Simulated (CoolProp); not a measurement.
Computed with CoolProp (reference Helmholtz-energy equation of state, Pan 2012).

Question: Give the vapour pressure (kPa), liquid density (kg/m³), surface tension (mN/m) of saturated R236FA at 277.6 K.

Answer: 
```
T (K)  p (kPa)  liquid density (kg/m³)  surface tension (mN/m)
-----  -------  ----------------------  ----------------------
277.6      129                    1430                    12.1
```

Surface tension comes from a separate correlation (Mulero 2012).
